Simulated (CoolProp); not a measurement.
Vapour pressure (bar) of R1233zd(E): the reference equation beside estimates from Tc = 438.9 K, pc = 35.83 bar, ω = 0.304. Clausius-Clapeyron is anchored at 251 K with a constant enthalpy of vaporisation of 27.76 kJ/mol.

The numbers come from the reference Helmholtz-energy equation of state, Akasaka 2022 in CoolProp.

```tsv
T (K)	reference	Lee-Kesler	Clausius-Clapeyron	Redlich-Kwong
227.9	0.04124	0.03889	0.04306	0.1347
232.5	0.05587	0.05288	0.05753	0.1743
237.2	0.07510	0.07134	0.07647	0.2237
241.8	0.09897	0.09439	0.09995	0.2824
246.4	0.1288	0.1234	0.1293	0.3525
251	0.1658	0.1594	0.1658	0.4355
255.6	0.2110	0.2037	0.2106	0.5331
260.2	0.2659	0.2577	0.2653	0.6467
264.8	0.3319	0.3228	0.3316	0.7780
269.5	0.4124	0.4027	0.4131	0.9323
```

Absolute difference from the reference over all 10 rows, mean and median: Lee-Kesler 4.0 and 4.0 %, Clausius-Clapeyron 1.1 and 0.3 %, Redlich-Kwong 171.4 and 168.2 %.
